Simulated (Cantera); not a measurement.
An isothermal, constant-pressure homogeneous reactor starts with 1.01 % CO, 7.50 % O₂, 0.0393 % H₂O, 91.5 % N₂, equivalence ratio 0.067, at 1273 K and 0.375 atm.

Model: GRI-Mech 3.0 (53 species, 325 reactions), integrated in Cantera.

x: mole fraction; the columns are a selection and need not sum to one.

```
t (s)         x CO    x O₂     x H₂O    x H₂O₂      x OH     x CO₂
--------  --------  ------  --------  --------  --------  --------
1.00e-6     0.0101  0.0750  0.000393    <1e-12    <1e-12  4.21e-11
3.74e-6     0.0101  0.0750  0.000393    <1e-12    <1e-12  1.58e-10
1.40e-5     0.0101  0.0750  0.000393    <1e-12    <1e-12  5.89e-10
5.23e-5     0.0101  0.0750  0.000393    <1e-12  5.28e-12   2.21e-9
0.000196    0.0101  0.0750  0.000393    <1e-12  5.83e-11   8.30e-9
0.000731    0.0101  0.0750  0.000393    <1e-12  7.22e-10         …
0.00273     0.0101  0.0750  0.000393    <1e-12   1.12e-8   2.26e-7
0.0102      0.0100  0.0750  0.000391  4.89e-10   2.74e-6   4.41e-5
0.0382     0.00216  0.0709  0.000356   1.12e-8   4.92e-5   0.00794
0.143     0.000144  0.0704  0.000388   2.15e-9   1.37e-5   0.00997
0.535      9.05e-6  0.0703  0.000393  1.98e-10   3.91e-6    0.0101
2.00             …  0.0703  0.000395  2.10e-11         …    0.0101
```

What belongs in the gaps?


- 0.000731, x CO₂: 3.31e-8
- 2.00, x CO: 4.38e-7
- 2.00, x OH: 1.27e-6
